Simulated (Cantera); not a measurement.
A Cantera script and its output.

```python
import numpy as np
import cantera as ct

gas = ct.Solution("gri30.yaml")
gas.TPX = 1750, 15000, {'CH4': 1, 'N2': 34}
reactor = ct.IdealGasConstPressureReactor(gas, energy="off", clone=False)
net = ct.ReactorNet([reactor])
net.rtol, net.atol = 1e-08, 1e-18
show = ['CH4', 'C2H6', 'H', 'H2', 'C2H', 'C2H2', 'HCN']
times = np.geomspace(4e-05, 8, 14)

steps = ct.SolutionArray(gas, extra=["t"])
rows = []
print(f"{'t/s':>10s}{'T/K':>9s}{'P/Pa':>11s}" + "".join(f"{s:>11s}" for s in show))
for t in times:
    while net.time < t:
        t_next = net.step()
        steps.append(gas.state, t=t_next)
    rows.append([np.interp(t, steps.t, y) for y in (steps.T, steps.P, *steps(*show).X.T)])
    print(f"{t:10.3e}{rows[-1][0]:9.1f}{rows[-1][1]:11.4g}" + "".join(f"{x:11.3e}" for x in rows[-1][2:]))
rate = np.gradient(steps.T, steps.t)
print("integrator steps:", len(steps.t))
if steps.T.max() > steps.T[0] + 200:
    print(f"time of steepest temperature rise: {steps.t[rate.argmax()]:.4e} s")
gas.TPX = 1750, 15000, {'CH4': 1, 'N2': 34}
gas.equilibrate("TP")
print(f"equilibrium (TP): T = {gas.T:.1f} K  " + "  ".join(f"{s} {gas[s].X[0]:.3e}" for s in show))
```

Output:

```
       t/s      T/K       P/Pa        CH4       C2H6          H         H2        C2H       C2H2        HCN
 4.000e-05   1750.0    1.5e+04  2.856e-02  1.708e-10  5.997e-07  3.111e-06  2.673e-19  3.275e-13  2.138e-14
 1.023e-04   1750.0    1.5e+04  2.855e-02  3.035e-09  6.033e-07  8.897e-06  4.700e-17  2.102e-11  1.679e-13
 2.616e-04   1750.0    1.5e+04  2.852e-02  4.374e-08  6.216e-07  2.389e-05  6.363e-15  1.072e-09  1.445e-12
 6.689e-04   1750.0    1.5e+04  2.844e-02  4.865e-07  7.465e-07  6.588e-05  7.650e-13  4.961e-08  1.641e-11
 1.711e-03   1750.0    1.5e+04  2.818e-02  3.977e-06  1.574e-06  2.347e-04  7.511e-11  2.241e-06  2.318e-10
 4.374e-03   1750.0    1.5e+04  2.670e-02  2.178e-05  7.092e-06  1.578e-03  3.123e-09  1.006e-04  7.394e-09
 1.119e-02   1750.0    1.5e+04  1.942e-02  3.031e-05  3.169e-05  1.102e-02  5.078e-08  2.511e-03  2.259e-07
 2.861e-02   1750.0    1.5e+04  1.008e-02  8.213e-06  5.978e-05  2.616e-02  1.353e-07  8.423e-03  1.329e-06
 7.315e-02   1750.0    1.5e+04  4.117e-03  1.605e-06  8.504e-05  3.537e-02  1.984e-07  1.173e-02  3.681e-06
 1.871e-01   1750.0    1.5e+04  1.375e-03  2.191e-07  1.056e-04  3.952e-02  2.475e-07  1.317e-02  7.316e-06
 4.784e-01   1750.0    1.5e+04  4.431e-04  2.568e-08  1.169e-04  4.093e-02  2.741e-07  1.365e-02  1.146e-05
 1.223e+00   1750.0    1.5e+04  1.515e-04  3.155e-09  1.213e-04  4.137e-02  2.846e-07  1.380e-02  1.570e-05
 3.128e+00   1750.0    1.5e+04  5.489e-05  4.272e-10  1.228e-04  4.151e-02  2.880e-07  1.385e-02  2.004e-05
 8.000e+00   1750.0    1.5e+04  2.157e-05  7.289e-11  1.232e-04  4.156e-02  2.889e-07  1.386e-02  2.447e-05
integrator steps: 1416
equilibrium (TP): T = 1750.0 K  CH4 4.526e-06  C2H6 3.871e-12  H 1.233e-04  H2 4.160e-02  C2H 3.690e-08  C2H2 1.769e-03  HCN 2.423e-02
```

Computed with Cantera and GRI-Mech 3.0 (53 species, 325 reactions). GRI-Mech 3.0 stops at C3 and has no aromatics, soot or wall deposition, so with more carbon than oxygen in the feed, carbon stays in small species such as C2H2 where larger ones or solid carbon would form.
